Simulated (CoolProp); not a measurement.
A single-stage vapour-compression cycle with R124: evaporating at 226.15 K (dew point), condensing at 246.15 K (bubble point), superheat 0 K, subcooling 5 K, compressor efficiency 0.9, no pressure losses. Each further row changes one setting.

Values from CoolProp's reference Helmholtz-energy equation of state, de Vries 1995.

```csv
case,cooling COP,pressure ratio,discharge temperature (K),refrigerating effect (kJ/kg),volumetric capacity (kJ/m³)
as stated,9.82,2.91,253.6,166,217
evaporating temperature 231.15 K,13.6,2.18,251.4,169,288
condensing temperature 241.15 K,…,2.27,247.1,171,223
subcooling 10 K,10.1,2.91,253.6,171,223
superheat 10 K,9.75,2.91,…,172,215
compressor efficiency 0.8,…,2.91,…,166,217
```

Question: Fill in the missing entries.

Answer: 
- condensing temperature 241.15 K, cooling COP: 13.3
- superheat 10 K, discharge temperature (K): 264.1
- compressor efficiency 0.8, cooling COP: 8.73
- compressor efficiency 0.8, discharge temperature (K): 256.8
